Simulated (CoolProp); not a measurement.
Properties of oxygen along the isotherm 143.9 K.

Model: reference Helmholtz-energy equation of state, Schmidt 1985, in CoolProp.

| p (kPa) | phase | speed of sound (m/s) | expansivity (1/kK) |
|---|---|---|---|
| 2800 | gas | 192.7 | 21.39 |
| 5610 | liquid | 446.3 | 12.97 |
| 8410 | liquid | 504.4 | 9.741 |
| 11200 | liquid | 547.9 | 8.108 |
| 14000 | liquid | 583.6 | 7.077 |
| 16800 | liquid | 614.2 | 6.354 |
| 19600 | liquid | 641.2 | 5.810 |
| 22400 | liquid | 665.5 | 5.383 |
| 25200 | liquid | 687.7 | 5.036 |
